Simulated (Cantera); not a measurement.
Input: 1 mol MgO, 3.1 mol N2, equilibrated at 2775 K and 5.00 mbar.

Cantera equilibrium calculation (NASA polynomials, part measured and part estimated; ideal gas, pure solids and liquids). Candidate condensed phases: Mg, MgO; 13 gas species. Rates play no part.

Base state: N2 0.627, Mg 0.201, O 0.124, O2 0.0320, NO 0.0124, MgO 0.00361, N 3.25e-5 (mole fractions); condensed: gas only.

**Question.** What changes in the equilibrium state with this change: pressure from 5.00 mbar to 1.60 Pa?

**Answer.** 
```
species   before     after
-------  -------  --------
N2         0.627     0.607
Mg         0.201     0.196
O          0.124     0.195
O2        0.0320  0.000251
NO        0.0124   0.00108
MgO      0.00361   1.77e-5
N        3.25e-5  0.000566
```

**Question.** What changes in the equilibrium state with this change: temperature from 2775 K to 1698.15 K?

**Answer.** 
```tsv
species	before	after
N2	0.627	1.000
Mg	0.201	6.85e-6
NO	0.0124	5.28e-6
O	0.124	4.62e-7
O2	0.0320	5.56e-7
MgO	0.00361	3.74e-9
N	3.25e-5	<1e-9
MgO(s), mol	0	1.000
```
